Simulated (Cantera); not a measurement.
An isothermal, constant-pressure homogeneous reactor starts with CH4 : N2 : H2O = 1 : 6.6 : 0.092 (molar parts), at 1675 K and 2700 Pa.

Detailed kinetics in Cantera: GRI-Mech 3.0 (53 species, 325 reactions). GRI-Mech 3.0 stops at C3 and has no aromatics, soot or wall deposition, so with more carbon than oxygen in the feed, carbon stays in small species such as C2H2 where larger ones or solid carbon would form. Radical loss at walls, strong at low pressure, is not modelled.

x: mole fraction; the columns are a selection and need not sum to one.

```json
[
 {"t (s)": "4.00e-5", "x CH4": "0.130", "x H": "2.96e-7", "x H2": "9.95e-7", "x C2H4": "2.40e-12", "x C2H": "<1e-12"},
 {"t (s)": "9.72e-5", "x CH4": "0.130", "x H": "3.00e-7", "x H2": "2.84e-6", "x C2H4": "7.08e-11", "x C2H": "<1e-12"},
 {"t (s)": "0.000236", "x CH4": "0.130", "x H": "3.00e-7", "x H2": "7.32e-6", "x C2H4": "1.52e-9", "x C2H": "<1e-12"},
 {"t (s)": "0.000574", "x CH4": "0.130", "x H": "3.03e-7", "x H2": "1.83e-5", "x C2H4": "2.62e-8", "x C2H": "<1e-12"},
 {"t (s)": "0.00139", "x CH4": "0.130", "x H": "3.18e-7", "x H2": "4.55e-5", "x C2H4": "4.05e-7", "x C2H": "<1e-12"},
 {"t (s)": "0.00339", "x CH4": "0.130", "x H": "(withheld)", "x H2": "0.000121", "x C2H4": "5.90e-6", "x C2H": "<1e-12"},
 {"t (s)": "0.00823", "x CH4": "0.129", "x H": "(withheld)", "x H2": "0.000438", "x C2H4": "8.14e-5", "x C2H": "5.76e-12"},
 {"t (s)": "0.0200", "x CH4": "0.126", "x H": "(withheld)", "x H2": "0.00299", "x C2H4": "0.000971", "x C2H": "5.64e-10"},
 {"t (s)": "0.0486", "x CH4": "0.107", "x H": "(withheld)", "x H2": "0.0246", "x C2H4": "0.00531", "x C2H": "2.39e-8"},
 {"t (s)": "0.118", "x CH4": "0.0663", "x H": "(withheld)", "x H2": "0.0814", "x C2H4": "0.00252", "x C2H": "1.21e-7"},
 {"t (s)": "0.287", "x CH4": "0.0333", "x H": "(withheld)", "x H2": "0.127", "x C2H4": "0.000517", "x C2H": "2.10e-7"},
 {"t (s)": "0.697", "x CH4": "0.0130", "x H": "(withheld)", "x H2": "0.156", "x C2H4": "9.75e-5", "x C2H": "3.05e-7"},
 {"t (s)": "1.69", "x CH4": "0.00432", "x H": "(withheld)", "x H2": "0.169", "x C2H4": "2.62e-5", "x C2H": "4.02e-7"},
 {"t (s)": "4.12", "x CH4": "0.00200", "x H": "0.000289", "x H2": "0.175", "x C2H4": "1.78e-5", "x C2H": "4.43e-7"},
 {"t (s)": "10.0", "x CH4": "0.00130", "x H": "0.000298", "x H2": "0.181", "x C2H4": "1.63e-5", "x C2H": "4.31e-7"}
]
```

Q: Some entries are withheld; supply them.

A: 
- 0.00339, x H: 4.08e-7
- 0.00823, x H: 9.55e-7
- 0.0200, x H: 4.62e-6
- 0.0486, x H: 2.92e-5
- 0.118, x H: 7.96e-5
- 0.287, x H: 0.000129
- 0.697, x H: 0.000187
- 1.69, x H: 0.000251
